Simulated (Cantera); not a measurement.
A freely propagating, adiabatic, planar premixed flame of H2 : O2 : N2 : H2O = 1 : 0.685 : 2.58 : 1 (molar parts), equivalence ratio 0.73, unburnt at 400 K and 1.01 bar; mixture-averaged transport, grid criteria slope 0.08 and curve 0.16, no radiation.

Computed with Cantera and the H2/O2 subset of GRI-Mech 3.0, which has no nitrogen chemistry. Burning velocities carry a grid error of a few per cent, more on coarse grids.

**Question.** What does this change do: inlet temperature 400 to 600 K?

**Answer.** 
```csv
quantity,before,after
laminar burning velocity,77.9 cm/s,280 cm/s
thermal thickness,0.438 mm,0.399 mm
peak x(H2O2),9.84e-5,4.62e-5
peak x(OH),0.00520,0.00895
peak x(O),0.00203,0.00429
```
